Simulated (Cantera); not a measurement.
Input: 1 mol Si, 0.41 mol O₂, 270 mol N₂, equilibrated at 9.30e-5 bar.

Cantera equilibrium calculation (NASA polynomials, part measured and part estimated; ideal gas, pure solids and liquids). Candidate condensed phases: Si, SiO₂, Si₂N₂O, Si₃N₄; 16 gas species. Equilibrium is a limit: real reactors are often held back by kinetics, nucleation or transport.

Q: At 1702 °C, list the 3 most abundant gas species with their mole fractions, and the condensed phases.

A: N₂ 0.996, SiO 0.00303, Si 0.000662. Condensed: gas only.
